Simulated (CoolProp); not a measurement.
A single-stage vapour-compression cycle with R1336mzz(E): evaporating at 290.15 K (dew point), condensing at 327.15 K (bubble point), superheat 0 K, subcooling 2 K, compressor efficiency 0.75, no pressure losses. Each further row changes one setting.

Computed with CoolProp (reference Helmholtz-energy equation of state, Akasaka 2023).

| case | cooling COP | pressure ratio | discharge temperature (K) | refrigerating effect (kJ/kg) | volumetric capacity (kJ/m³) |
|---|---|---|---|---|---|
| as stated | 4.78 | 3.34 | 327.2 | 105 | 1100 |
| evaporating temperature 295.15 K | [?] | 2.78 | 327.2 | [?] | 1350 |
| condensing temperature 322.15 K | 5.74 | 2.89 | 322.1 | 111 | 1170 |
| subcooling 7 K | [?] | 3.34 | 327.2 | 111 | 1170 |
| superheat 10 K | 4.89 | 3.34 | [?] | [?] | 1140 |
| compressor efficiency 0.65 | 4.14 | 3.34 | 327.4 | 105 | 1100 |

Complete the blanks.


- evaporating temperature 295.15 K, cooling COP: 5.80
- evaporating temperature 295.15 K, refrigerating effect (kJ/kg): 108
- subcooling 7 K, cooling COP: 5.08
- superheat 10 K, discharge temperature (K): 334.1
- superheat 10 K, refrigerating effect (kJ/kg): 113

The compression ends wet for: as stated; evaporating temperature 295.15 K; condensing temperature 322.15 K; subcooling 7 K.
